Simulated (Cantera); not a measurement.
A Cantera script and what it prints.

```python
import numpy as np
import cantera as ct

gas_names = """
    CL CL2 H HCL H2 N NH NH2 NH3 N2 N2H2 N2H4 Si SiCL SiCL2 SiCL3 SiCL4 SiH SiHCL3 SiH2 SiH2CL2 SiH3
    SiH3CL SiH4 SiN Si2 Si2N Si3
""".split()
cond_names = """
    NH4CL(a) NH4CL(b) Si(cr) Si(L) Si3N4(a)
""".split()


# ... load() reads the species with a 1 bar reference pressure and builds the phases ...
atoms = {
    'SiCl4': {'Si': 1, 'CL': 4},
    'NH3': {'N': 1, 'H': 3},
    'H2': {'H': 2},
}
top_T = {'Si3N4(a)': 2400}  # K; cautious upper limits of use, not melting points


# ... equilibrate(T, P, feed) seeds the gas with the atoms and calls Mixture.equilibrate('TP', solver="vcs", rtol=1e-11, max_steps=5000) ...
results = []
feed = {'SiCl4': 1, 'NH3': 0.69, 'H2': 3.5}  # mol
T = 1223.15  # K
P = 6  # Pa
mix = equilibrate(T, P, feed)
results.append((T, P, feed, dict(zip(mix.species_names, mix.species_moles))))
print(gas.report(threshold=0.001))
for i in range(1, mix.n_phases):
    print(f"{mix.phase(i).name:16s} {mix.phase_moles(i):12.5e} mol")
```

It prints:

```
       temperature   1223.2 K
          pressure   6 Pa
           density   1.5557e-05 kg/m^3
  mean mol. weight   26.369 kg/kmol
   phase of matter   gas

                          1 kg             1 kmol
                     ---------------   ---------------
          enthalpy       -1.0039e+06       -2.6471e+07  J
   internal energy       -1.3896e+06       -3.6641e+07  J
           entropy             11598        3.0583e+05  J/K
    Gibbs function        -1.519e+07       -4.0055e+08  J
 heat capacity c_p            1332.3             35131  J/K
 heat capacity c_v              1017             26817  J/K

                      mass frac. Y      mole frac. X     chem. pot. / RT
                     ---------------   ---------------   ---------------
               HCL            0.5207           0.37661           -44.587
                H2          0.038111           0.49848           -28.446
                N2          0.022004          0.020712           -39.006
             SiCL2           0.33553          0.089383           -66.875
             SiCL3           0.04247         0.0083304           -97.239
             SiCL4          0.039851         0.0061855            -127.6
     [  +22 minor]         0.0013304        0.00030005

Si(cr)            0.00000e+00 mol
Si3N4(a)          1.04131e-01 mol
```

Equilibrium computed with Cantera from the NASA thermochemical tables; the gas is ideal and each condensed phase is pure. The tables' values for SiCl3 are old estimates; treat these amounts as uncertain.
